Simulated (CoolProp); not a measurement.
Values from CoolProp's reference Helmholtz-energy equation of state, Setzmann 1991.

For methane, give the phase and the cv (kJ/(kg K)), viscosity (µPa s), conductivity (mW/(m K)) at -141.75 °C and 101 kPa; -132.65 °C and 101 kPa.


- -141.75 °C and 101 kPa: gas; cv 1.58, viscosity 5.14, conductivity 13.7
- -132.65 °C and 101 kPa: gas; cv 1.57, viscosity 5.53, conductivity 14.8

Viscosity comes from a separate model (Quiñones-Cisneros 2006). Thermal conductivity comes from a separate model (Friend 1989).
